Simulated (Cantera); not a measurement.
A Cantera script and its output.

```python
import numpy as np
import cantera as ct

gas = ct.Solution("gri30.yaml")


def delay(T, t_max=10):
    gas.TPX = T, 68000, {'CH4': 1, 'CO': 0.075, 'O2': 3.77, 'N2': 16.2, 'C2H6': 0.039}
    reactor = ct.IdealGasReactor(gas, clone=False)
    net = ct.ReactorNet([reactor])
    net.rtol, net.atol = 1e-8, 1e-16
    while net.time < t_max:
        t_old, T_old = net.time, reactor.T
        net.step()
        if reactor.T > T + 400:  # ignition: a rise of 400 K
            return t_old + (T + 400 - T_old) / (reactor.T - T_old) * (net.time - t_old)
    return np.nan


taus = []
for T in [1075, 1150, 1225, 1300, 1375, 1450, 1525, 1600, 1675, 1750]:
    taus.append(delay(T))
    print(f"T0 = {T:6g} K   tau = {taus[-1]:.4e} s")
```

Output:

```
T0 =   1075 K   tau = 1.1299e-01 s
T0 =   1150 K   tau = 3.8236e-02 s
T0 =   1225 K   tau = 1.3592e-02 s
T0 =   1300 K   tau = 5.0899e-03 s
T0 =   1375 K   tau = 2.0331e-03 s
T0 =   1450 K   tau = 8.8518e-04 s
T0 =   1525 K   tau = 4.2818e-04 s
T0 =   1600 K   tau = 2.3096e-04 s
T0 =   1675 K   tau = 1.3749e-04 s
T0 =   1750 K   tau = 8.8969e-05 s
```

Model: GRI-Mech 3.0 (53 species, 325 reactions), integrated in Cantera.
